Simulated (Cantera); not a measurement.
Charge: 1 mol Ti(OiPr)4, 0.83 mol CH4, at 9.40 mbar.

Method: chemical equilibrium by Gibbs-energy minimisation in Cantera with the NASA 1993 tables (ideal gas, pure condensed phases). Candidate condensed phases: C, C6H6, C7H8, C8H18, H2O, Ti, TiC, TiO, TiO2, Ti2O3, Ti3O5, Ti4O7; 113 gas species. The feed counts by its element totals alone. TiC: taken at fixed stoichiometry. Kinetics and transport are ignored.

Q: At 1425 K, list the 4 most abundant gas species with their mole fractions, and the condensed phases.

A: H2 0.796, CO 0.203, H 6.28e-5, CH4 2.25e-5. Condensed: C(graphite) + TiC(s).
